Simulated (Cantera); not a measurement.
Input: 1 mol B2H6, 0.78 mol NH3, held at 28.0 Pa.

Method: chemical equilibrium by Gibbs-energy minimisation in Cantera with the NASA 1993 tables (ideal gas, pure condensed phases). Candidate condensed phases: B, BN; 15 gas species. The feed counts by its element totals alone. Mutual solubility and eutectic melting of coexisting phases are not modelled. The tables' values for BH2 are old estimates; treat these amounts as uncertain. Rates play no part.

x: gas mole fraction; n: condensed amount in mol.

| T (K) | x H2 | x N2 | x H | x BH2 | n B(s) | n BN(s) |
|---|---|---|---|---|---|---|
| 1400 | 1.000 | 1.11e-6 | 0.000291 | 3.26e-6 | 1.22 | 0.780 |
| 1450 | 0.999 | ___ | ___ | 5.78e-6 | 1.22 | 0.780 |
| 1500 | 0.999 | ___ | ___ | 9.88e-6 | 1.22 | 0.780 |
| 1550 | 0.998 | 7.08e-5 | 0.00188 | 1.63e-5 | 1.22 | 0.779 |
| 1600 | 0.996 | 0.000237 | 0.00324 | 2.60e-5 | 1.22 | 0.778 |
| 1650 | 0.994 | 0.000738 | 0.00541 | 4.02e-5 | 1.23 | 0.774 |
| 1700 | 0.989 | 0.00215 | 0.00876 | 6.04e-5 | 1.24 | 0.762 |
| 1750 | 0.980 | 0.00588 | 0.0138 | 8.84e-5 | 1.27 | 0.730 |
| 1800 | 0.964 | 0.0152 | 0.0210 | 0.000125 | 1.35 | 0.650 |
| 1850 | 0.931 | 0.0373 | 0.0311 | 0.000171 | 1.55 | 0.452 |
| 1900 | 0.872 | 0.0836 | 0.0443 | 0.000223 | 2.00 | 0 |
| 1950 | 0.853 | 0.0828 | 0.0633 | 0.000297 | 2.00 | 0 |

Task: Complete the blanks.

Result: 
- 1500, x N2: 1.95e-5
- 1500, x H: 0.00105
- 1450, x N2: 4.89e-6
- 1450, x H: 0.000565
